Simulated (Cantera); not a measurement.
Input: 1 mol FeCl₃, 1.2 mol HCl, 92 mol H₂, at 1975 K and 0.370 bar.

Cantera equilibrium calculation (NASA polynomials, part measured and part estimated; ideal gas, pure solids and liquids). Equilibrium is a limit: real reactors are often held back by kinetics, nucleation or transport.

```json
[
 {"species": "H₂", "before": "0.955", "after": "0.979"},
 {"species": "HCl", "before": "0.0400", "after": "0.0180"},
 {"species": "H", "before": "0.00220", "after": "0.00223"},
 {"species": "FeCl₂", "before": "0.00210", "after": "0.000414"},
 {"species": "Fe", "before": "0.000742", "after": "0.000742"},
 {"species": "Cl", "before": "6.88e-5", "after": "3.05e-5"},
 {"species": "Fe(l), mol", "before": "0.730", "after": "0.742"}
]
```
Gas species are given as mole fractions.

Q: Name the change that produced these shifts.
A) temperature from 1975 K to 2050 K
B) H₂ from 92 to 220 mol
C) temperature from 1975 K to 998.15 K
D) temperature from 1975 K to 1848 K

A: B, H₂ from 92 to 220 mol
